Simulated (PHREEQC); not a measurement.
PHREEQC input (ion-association model, wateq4f.dat):

```
SOLUTION_MASTER_SPECIES
  An  An-  0  An  62.0  # stands for a non-complexing anion
SOLUTION_SPECIES
  An- = An-
    -log_k 0
    -gamma 3.0 0
PHASES
  Fix_H+
    H+ = H+
    -log_k 0
SOLUTION 1
  temp 25
  units mmol/kgw
  pH 7 charge
  Cl 0.56
  Mg 0.28
  Na 10
  An 10
END
SELECTED_OUTPUT 1
  -reset false
  -pH true
  -pe true
  -ionic_strength true
  -water true
  -totals Cl Mg Na
  -molalities Hfo_wOH Hfo_wOH2+ Hfo_wO- Hfo_sOH Hfo_sOH2+ Hfo_sO- Hfo_wOMg+
  -saturation_indices Brucite Halite
USER_PUNCH 1
  -headings sigma psi
  10 PUNCH EDL("sigma", "Hfo"), EDL("psi", "Hfo")
PRINT
  -reset false
USE solution 1
SURFACE 1
  Hfo_wOH 0.00121348 600 0.54
  Hfo_sOH 3.03371e-05
EQUILIBRIUM_PHASES 1
  Fix_H+ -3 HAn 10
    -force_equality true
  O2(g) -0.68 10
END
# ... the last block is repeated for the other 12 points of pH, with NaOH or the acid as the point needs
```

Selected output (columns that matter, 13 of 13 rows; pH added in front):

```
pH	mu	Cl	Mg	Na	m_Hfo_wOH	m_Hfo_wOH2+	m_Hfo_wO-	m_Hfo_sOH	m_Hfo_sOH2+	m_Hfo_sO-	si_Brucite	si_Halite	sigma	psi
3	0.012494	0.00056	0.00028	0.01	0.00013809	0.001075	4.064e-07	3.4524e-06	2.6875e-05	1.016e-08	-14.58	-6.9329	0.32803	0.20106
3.5	0.011658	0.00056	0.00028	0.01	0.00029184	0.00091951	2.122e-06	7.2961e-06	2.2988e-05	5.305e-08	-13.575	-6.93	0.28005	0.19472
4	0.011322	0.00056	0.00028	0.01	0.00047387	0.00073259	7.022e-06	1.1847e-05	1.8315e-05	1.7555e-07	-12.573	-6.9288	0.22149	0.18343
4.5	0.011151	0.00056	0.00028	0.01	0.00064011	0.00055651	1.6867e-05	1.6003e-05	1.3913e-05	4.2167e-07	-11.572	-6.9281	0.16473	0.16864
5	0.011047	0.00056	0.00028	0.01	0.00076631	0.00041473	3.2437e-05	1.9158e-05	1.0368e-05	8.1094e-07	-10.571	-6.9277	0.1167	0.15124
5.5	0.010976	0.00056	0.00027999	0.01	0.00084859	0.00031201	5.2871e-05	2.1215e-05	7.8004e-06	1.3218e-06	-9.5707	-6.9275	0.07911	0.13159
6	0.010927	0.00056	0.00027994	0.01	0.00089482	0.00024316	7.5437e-05	2.2372e-05	6.0793e-06	1.886e-06	-8.5704	-6.9273	0.051217	0.10978
6.5	0.010892	0.00056	0.00027952	0.01	0.00091705	0.00019927	9.6679e-05	2.2935e-05	4.9838e-06	2.4179e-06	-7.5709	-6.9272	0.031461	0.08595
7	0.010858	0.00056	0.00027597	0.01	0.00092429	0.00017013	0.00011504	2.3184e-05	4.2673e-06	2.8856e-06	-6.5762	-6.927	0.018017	0.060637
7.5	0.010795	0.00056	0.00025031	0.010029	0.00090871	0.0001382	0.00013688	2.3288e-05	3.5416e-06	3.5079e-06	-5.6182	-6.9256	0.0092451	0.035962
8	0.010717	0.00056	0.00016242	0.010223	0.00082609	8.4246e-05	0.00018557	2.2868e-05	2.3321e-06	5.1369e-06	-4.8056	-6.9169	0.004005	0.016651
8.5	0.010623	0.00056	5.9696e-05	0.010444	0.0006935	4.2912e-05	0.00025675	2.1183e-05	1.3108e-06	7.8427e-06	-4.2399	-6.9073	-2.1318e-05	-9.0586e-05
9	0.010591	0.00055999	1.1188e-05	0.010567	0.00061099	2.7975e-05	0.0003057	1.9621e-05	8.9838e-07	9.8172e-06	-3.9676	-6.9021	-0.0053113	-0.021931
```

The oxide is taken as insoluble; below pH 4 it would dissolve.
